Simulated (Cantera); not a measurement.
Charge: 1 mol Al(CH₃)₃, 10 mol NH₃, 1 mol H₂, 26 mol N₂O, held at 38.3 Torr.

These are equilibrium values from Cantera (NASA tables, ideal gas, pure condensed phases), not measurements of a reactor. Candidate condensed phases: Al, AlN, Al₂O₃, C, C₆H₆, C₇H₈, C₈H₁₈, H₂O; 148 gas species. The feed counts by its element totals alone. Gases not in the tables: Al(OH)₃. Kinetics and transport are ignored.

**Question.** At 1727 °C, list the 7 most abundant gas species with their mole fractions, and the condensed phases.

**Answer.** N₂ 0.568, H₂O 0.350, CO₂ 0.0416, H₂ 0.0245, CO 0.0134, OH 0.00161, H 0.00113. Condensed: Al₂O₃(s).
